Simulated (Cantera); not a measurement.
What does this Cantera script print?

```python
import numpy as np
import cantera as ct

gas = ct.Solution("h2o2.yaml")
gas.TPX = 300, 10000, {'H2': 1, 'O2': 0.515, 'N2': 2.42}
flame = ct.FreeFlame(gas, width=0.2)
flame.set_refine_criteria(ratio=3, slope=0.08, curve=0.16)
flame.transport_model = "mixture-averaged"
flame.solve(loglevel=0, auto=True)
z, T = flame.grid, flame.T
thick = (T[-1] - T[0]) / np.gradient(T, z).max()
show = ['H2', 'O2', 'OH', 'H2O', 'HO2', 'O']
print(f"laminar burning velocity  {flame.velocity[0] * 100:.3f} cm/s")
print(f"burnt temperature         {T[-1]:.1f} K")
print(f"thermal thickness         {thick * 1e3:.4f} mm")
print(f"grid points               {len(z)}")
z0 = z[flame.heat_release_rate.argmax()]
print(f"{'z/mm':>9s}{'T/K':>9s}{'u/(m/s)':>9s}" + "".join(f"{s:>11s}" for s in show))
rows = []
for k in (-3, -2, -1.5, -1, -0.5, -0.25, 0, 0.25, 0.5, 1, 2, 4, 8):
    zz = z0 + k * thick
    rows.append([k * thick, np.interp(zz, z, T), np.interp(zz, z, flame.velocity),
                 *(np.interp(zz, z, flame.X[gas.species_index(s)]) for s in show)])
    print(f"{rows[-1][0] * 1e3:9.3f}{rows[-1][1]:9.1f}{rows[-1][2]:9.3f}" + "".join(f"{x:11.3e}" for x in rows[-1][3:]))
```

Output:

```
laminar burning velocity  147.604 cm/s
burnt temperature         2137.8 K
thermal thickness         7.8518 mm
grid points               130
     z/mm      T/K  u/(m/s)         H2         O2         OH        H2O        HO2          O
  -23.555    300.0    1.476  2.541e-01  1.309e-01  4.226e-19  2.228e-15  5.587e-16  3.065e-16
  -15.704    300.0    1.476  2.541e-01  1.309e-01  2.798e-17  2.339e-13  5.195e-14  2.004e-14
  -11.778    300.0    1.476  2.541e-01  1.309e-01  1.115e-15  1.253e-11  3.085e-12  6.854e-13
   -7.852    300.0    1.476  2.541e-01  1.309e-01  1.759e-12  3.211e-09  9.772e-10  7.678e-11
   -3.926    302.2    1.483  2.522e-01  1.312e-01  6.432e-07  2.481e-05  8.382e-06  1.176e-07
   -1.963    494.9    2.375  2.244e-01  1.283e-01  6.324e-04  1.292e-02  6.111e-05  5.566e-05
    0.000    935.7    4.346  1.312e-01  9.755e-02  1.088e-03  8.613e-02  1.472e-05  2.754e-03
    1.963   1223.1    5.622  4.658e-02  4.354e-02  4.052e-03  1.835e-01  5.399e-06  8.413e-03
    3.926   1348.9    6.166  3.284e-02  3.088e-02  5.803e-03  2.059e-01  3.329e-06  9.268e-03
    7.852   1480.0    6.713  3.252e-02  2.702e-02  7.559e-03  2.143e-01  2.431e-06  8.723e-03
   15.704   1616.3    7.264  3.192e-02  2.375e-02  9.077e-03  2.230e-01  1.795e-06  7.433e-03
   31.407   1748.1    7.782  2.944e-02  2.038e-02  9.962e-03  2.333e-01  1.305e-06  5.753e-03
   62.814   1870.5    8.250  2.528e-02  1.699e-02  9.967e-03  2.444e-01  9.259e-07  3.998e-03
```

Cantera simulation using the H2/O2 subset of GRI-Mech 3.0, which has no nitrogen chemistry; the numbers are that mechanism's predictions, not measurements. Burning velocities carry a grid error of a few per cent, more on coarse grids.
